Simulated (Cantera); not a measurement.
**Ammonia decomposition in nitride growth gas**

A perfectly stirred reactor is fed with 92.9 % NH3, 7.15 % N2, at 1700 Pa; it is held at 2100 K, and followed from long to short residence time.

Cantera simulation using the gas-phase N/H chemistry of the illustrative SiF4/NH3 mechanism in the Surface Chemkin manual (1991); the numbers are that mechanism's predictions, not measurements. Walls and surfaces, which speed up NH3 decomposition in real reactors, are not modelled.

| τ (s) | x NH3 | x N | x H | x H2 | x N2H2 | x N2H4 | x NH2 |
|---|---|---|---|---|---|---|---|
| 23 | 0.0122 | 2.95e-6 | 0.00237 | 0.711 | 1.06e-7 | 5.37e-11 | 0.000122 |
| 5.0 | 0.0592 | 2.77e-6 | 0.00132 | 0.675 | 5.79e-7 | 4.36e-10 | 0.000346 |
| 1.1 | 0.207 | 2.80e-6 | 0.000748 | 0.560 | 2.60e-6 | 2.48e-9 | 0.000826 |
| 0.23 | 0.527 | 2.29e-6 | 0.000318 | 0.311 | 8.89e-6 | 9.35e-9 | 0.00160 |
| 0.050 | 0.800 | 1.10e-6 | 9.61e-5 | 0.0985 | 1.63e-5 | 1.86e-8 | 0.00226 |
| 0.011 | 0.900 | 2.46e-7 | 2.23e-5 | 0.0207 | 1.65e-5 | 2.21e-8 | 0.00246 |
| 0.0023 | 0.924 | 2.87e-8 | 3.48e-6 | 0.00240 | 6.59e-6 | 1.00e-8 | 0.00166 |
| 0.00049 | 0.928 | 2.69e-9 | 1.17e-6 | 0.000247 | 3.85e-7 | 7.52e-10 | 0.000455 |
| 0.00011 | 0.928 | 5.87e-11 | 1.06e-6 | 5.10e-5 | 1.36e-8 | 3.75e-11 | 0.000103 |
x: mole fraction; the columns are a selection and need not sum to one.
